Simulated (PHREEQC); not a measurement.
Make-up at 25 °C: 120 mmol/kgw K2CO3, 0.2 mmol/kgw Fe(NO3)3 and 0.07 mmol/kgw H3BO3. Closed to the air; pH follows from the charge balance.

All values are PHREEQC results (ion-association model, phreeqc.dat), not measurements.

| quantity | before | after |
|---|---|---|
| pH | 11.33 | 11.02 |
| CO3-2 (mol/kgw) | 0.116 | 0.0107 |
| HCO3- (mol/kgw) | 0.00414 | 0.00134 |
| Fe(OH)3 (mol/kgw) | 6.71e-7 | 1.77e-7 |
| CO2 (mol/kgw) | 2.86e-8 | 2.45e-8 |
| SI of Fe(OH)3(a) (Fe(OH)3) | +1.53 | +0.92 |
| SI of Goethite (FeOOH) | +7.43 | +6.81 |

Task: Name the change that produced these shifts.
A. H3BO3 left out
B. diluted 10-fold with water
C. 0.0015 mol/kgw NaOH added
D. K2CO3 from 0.12 to 0.012 mol/kgw

Result: B, diluted 10-fold with water

Precipitation was switched off in this run. Some of these states are supersaturated (in Fe(OH)3(a), Hematite (slow to form), for instance).
